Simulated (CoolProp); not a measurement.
Computed with CoolProp (reference Helmholtz-energy equation of state, Thol 2021).

Give the vapour pressure (kPa), enthalpy of vaporisation (kJ/kg), liquid cp (kJ/(kg K)), vapour Z of saturated chlorine at 6.75, 24.65 °C.


```json
[
 {"T (°C)": "6.75", "p (kPa)": "457", "enthalpy of vaporisation (kJ/kg)": "261", "liquid cp (kJ/(kg K))": "0.968", "vapour Z": "0.925"},
 {"T (°C)": "24.65", "p (kPa)": "768", "enthalpy of vaporisation (kJ/kg)": "248", "liquid cp (kJ/(kg K))": "0.992", "vapour Z": "0.894"}
]
```
